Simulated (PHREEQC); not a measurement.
Consider water at 25 °C with 7.3 mmol/kgw NH3, 5.2 mmol/kgw CO2 and 130 mmol/kgw K2HPO4. Closed to the air; pH follows from the charge balance.

Model: ion-association model, wateq4f.dat, run in PHREEQC.

| quantity | before | after |
|---|---|---|
| pH | 8.95 | 8.87 |
| ionic strength (mol/kgw) | 0.370 | 1.66 |
| NH4+ (mol/kgw) | 0.00532 | 0.00525 |
| NH3 (mol/kgw) | 0.00198 | 0.00205 |

Question: Which change was made?
A. CO2 from 0.0052 to 0.0104 mol/kgw
B. diluted 10-fold with water
C. K2HPO4 from 0.13 to 0.65 mol/kgw
D. temperature from 25 to 20 °C
E. CO2 left out

Answer: C, K2HPO4 from 0.13 to 0.65 mol/kgw

Precipitation was switched off in this run. The ionic strength passes 0.7 mol/kgw, the rough limit of the ion-association models, in after. H3PO4, which wateq4f.dat lacks, is added to it with the constant of phreeqc.dat.
